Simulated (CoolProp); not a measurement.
Dimethyl carbonate at several states: fugacity coefficient from the reference equation and from simpler models built on Tc = 557.0 K, pc = 4.909 MPa, ω = 0.346; each cubic takes its own stable root.

Computed with CoolProp (reference Helmholtz-energy equation of state, Zhou 2011).

```json
[
 {"T (K)": "498", "p (MPa)": "20.8", "phase": "liquid", "reference": "0.1314"},
 {"T (K)": "351.8", "p (MPa)": "0.0161", "phase": "gas", "reference": "0.9950"},
 {"T (K)": "435.4", "p (MPa)": "0.293", "phase": "gas", "reference": "0.9550"},
 {"T (K)": "483.8", "p (MPa)": "26.4", "phase": "liquid", "reference": "0.09924"}
]
```

Q: How far does each simpler model (van der Waals, Redlich-Kwong, Soave-Redlich-Kwong, Peng-Robinson) lie from the reference over these 4 states: mean and median of the absolute difference, and the worst?

A: 
- van der Waals: mean 50.8 %, median 42.0 %, worst +118.8 % at 483.8 K and 26.4 MPa
- Redlich-Kwong: mean 16.3 %, median 14.2 %, worst +36.6 % at 483.8 K and 26.4 MPa
- Soave-Redlich-Kwong: mean 5.2 %, median 4.9 %, worst +11.1 % at 483.8 K and 26.4 MPa
- Peng-Robinson: mean 0.2 %, median 0.2 %, worst -0.3 % at 435.4 K and 0.293 MPa
